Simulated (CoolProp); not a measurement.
Vapour pressure (MPa) of isohexane: the reference equation beside estimates from Tc = 224.6 °C, pc = 3.043 MPa, ω = 0.280. Clausius-Clapeyron is anchored at -2.95 °C with a constant enthalpy of vaporisation of 31.46 kJ/mol.

The numbers come from the reference Helmholtz-energy equation of state, Lemmon 2006 in CoolProp. It is a short technical equation, of lower accuracy than the large ones.

| T (°C) | reference | Lee-Kesler | Clausius-Clapeyron | van der Waals | Redlich-Kwong | Soave-Redlich-Kwong | Peng-Robinson |
|---|---|---|---|---|---|---|---|
| -2.95 | 0.007695 | 0.007375 | 0.007695 | 0.1447 | 0.02006 | 0.007523 | 0.007910 |
| 4.05 | 0.01097 | 0.01057 | 0.01096 | 0.1696 | (withheld) | 0.01075 | 0.01121 |
| 10.95 | 0.01526 | 0.01476 | (withheld) | 0.1970 | 0.03618 | 0.01497 | 0.01551 |
| 17.95 | 0.02091 | 0.02033 | 0.02103 | 0.2278 | 0.04742 | 0.02057 | 0.02118 |
| 24.85 | 0.02806 | 0.02740 | 0.02842 | 0.2612 | 0.06095 | 0.02765 | 0.02831 |
| 31.75 | 0.03705 | 0.03634 | 0.03788 | 0.2977 | 0.07726 | 0.03659 | 0.03728 |
| 38.75 | 0.04841 | 0.04768 | 0.05004 | 0.3383 | 0.09699 | 0.04791 | 0.04859 |
| 45.65 | 0.06217 | 0.06146 | 0.06506 | 0.3817 | 0.1199 | 0.06165 | 0.06227 |
| 52.65 | 0.07913 | 0.07850 | 0.08396 | 0.4294 | 0.1471 | 0.07863 | 0.07912 |
| 59.55 | 0.09921 | 0.09872 | 0.1068 | (withheld) | 0.1781 | 0.09878 | 0.09907 |

Q: Some entries are withheld; supply them.

A: 
- 4.05, Redlich-Kwong: 0.02725
- 10.95, Clausius-Clapeyron: 0.01527
- 59.55, van der Waals: 0.4801

Absolute difference from the reference over all 10 rows, mean and median: Lee-Kesler 2.2 and 2.1 %, Clausius-Clapeyron 2.6 and 1.8 %, van der Waals 888.1 and 767.2 %, Redlich-Kwong 115.7 and 112.9 %, Soave-Redlich-Kwong 1.3 and 1.4 %, Peng-Robinson 1.0 and 0.8 %.
